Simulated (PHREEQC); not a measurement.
Sulfide liquor: speciation

A solution holds 0.00017 mol/kgw H2S, 0.21 mol/kgw HCl and 5.2e-05 mol/kgw MnCl2, at 20 °C. Closed to the air; pH follows from the charge balance.

The numbers come from PHREEQC with the ion-association model, wateq4f.dat.

Precipitation was switched off in this run.

### Question
What pH, activity of water does the model give?

### Answer
pH 0.78; activity of water 0.993.

### Question
In which forms is Mn present?

### Answer
Mn+2 78 %, MnCl+ 21 %, MnCl2 1.0 % of the Mn.

Complexes and solids missing from the database can't appear. The polysulfide entries of wateq4f.dat were taken out for this run.
